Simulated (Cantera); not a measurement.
Cantera run, input and output.

```python
import numpy as np
import cantera as ct

gas = ct.Solution("gri30.yaml")


def delay(T, t_max=10):
    gas.TPX = T, 70000, {'CO': 1, 'H2': 0.098, 'CH4': 0.39, 'O2': 0.699, 'N2': 4.27}
    reactor = ct.IdealGasReactor(gas, clone=False)
    net = ct.ReactorNet([reactor])
    net.rtol, net.atol = 1e-8, 1e-16
    while net.time < t_max:
        t_old, T_old = net.time, reactor.T
        net.step()
        if reactor.T > T + 400:  # ignition: a rise of 400 K
            return t_old + (T + 400 - T_old) / (reactor.T - T_old) * (net.time - t_old)
    return np.nan


taus = []
for T in [1025, 1125, 1225, 1325, 1425, 1525]:
    taus.append(delay(T))
    print(f"T0 = {T:6g} K   tau = {taus[-1]:.4e} s")
```

It prints:

```
T0 =   1025 K   tau = 1.1054e-01 s
T0 =   1125 K   tau = 3.7784e-02 s
T0 =   1225 K   tau = 1.2561e-02 s
T0 =   1325 K   tau = 4.4017e-03 s
T0 =   1425 K   tau = 1.7179e-03 s
T0 =   1525 K   tau = 7.7077e-04 s
```

Model: GRI-Mech 3.0 (53 species, 325 reactions), integrated in Cantera.
